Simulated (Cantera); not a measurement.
A Cantera script and what it prints.

```python
import numpy as np
import cantera as ct

gas_names = """
    AL ALH ALO ALOH ALO2 ALO2H AL2 AL2O AL2O2 H HALO HO2 H2 H2O H2O2 O OH O2 O3
""".split()
cond_names = """
    AL(cr) AL(L) AL2O3(a) AL2O3(L) H2O(s) H2O(L)
""".split()


# ... load() reads the species with a 1 bar reference pressure and builds the phases ...
atoms = {
    'Al2O3': {'AL': 2, 'O': 3},
    'H2': {'H': 2},
    'H2O': {'H': 2, 'O': 1},
}
top_T = {}  # K; cautious upper limits of use, not melting points


# ... equilibrate(T, P, feed) seeds the gas with the atoms and calls Mixture.equilibrate('TP', solver="vcs", rtol=1e-11, max_steps=5000) ...
results = []
feed = {'Al2O3': 1, 'H2': 1500, 'H2O': 0.16}  # mol
T = 1300  # K
P = 140  # Pa
mix = equilibrate(T, P, feed)
results.append((T, P, feed, dict(zip(mix.species_names, mix.species_moles))))
x = sorted(zip(gas.X, gas.species_names), reverse=True)
print(f"T = {T:g} K  P = {P:g} Pa  gas = {mix.phase_moles(0):.4g} mol")
print("   x: " + "  ".join(f"{s} {v:.3e}" for v, s in x if v > 0.001))
print("   condensed (mol): " + ("  ".join(f"{mix.phase(i).name} {mix.phase_moles(i):.4g}"
      for i in range(1, mix.n_phases) if mix.phase_moles(i) > 1e-12) or "none"))
```

Result:

```
T = 1300 K  P = 140 Pa  gas = 1500 mol
   x: H2 9.999e-01
   condensed (mol): AL2O3(a) 1
```

These are equilibrium values from Cantera (NASA tables, ideal gas, pure condensed phases), not measurements of a reactor.
